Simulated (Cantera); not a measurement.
A closed system holds: 1 mol MgCO3, 0.58 mol H2O, 7.2 mol CO2, held at 2048.15 K and 25.0 mbar.

Cantera equilibrium calculation (NASA polynomials, part measured and part estimated; ideal gas, pure solids and liquids). Candidate condensed phases: C, C6H6, C7H8, C8H18, H2O, Mg, MgCO3, MgO, Mg(OH)2; 116 gas species. Equilibrium is a limit: real reactors are often held back by kinetics, nucleation or transport.

Base state: CO2 0.843, H2O 0.0612, CO 0.0607, O2 0.0296, OH 0.00311, O 0.00104, H2 0.000926, H 0.000431 (mole fractions); condensed: MgO(s).

Problem. What changes in the equilibrium state with this change: temperature from 2048.15 K to 1698 K?

Solution. 
```tsv
species	before	after
CO2	0.843	0.924
H2O	0.0612	0.0656
CO	0.0607	0.00675
O2	0.0296	0.00337
Mg	1.80e-5	7.83e-9
O	0.00104	1.61e-5
H	0.000431	1.08e-5
MgO(s), mol	1.000	1.000
```

Problem. What changes in the equilibrium state with this change: MgCO3 replaced by MgSO4?

Solution. 
```
species       before     after
-----------  -------  --------
CO2            0.843     0.726
SO2                0     0.105
O2            0.0296    0.0689
CO            0.0607    0.0343
H2O           0.0612    0.0586
Mg           1.80e-5   1.18e-5
SO                 0  0.000576
SO3                0   2.15e-5
MgO(s), mol    1.000     1.000
```
Further candidate phases: H2SO4, MgS, MgSO4, S.
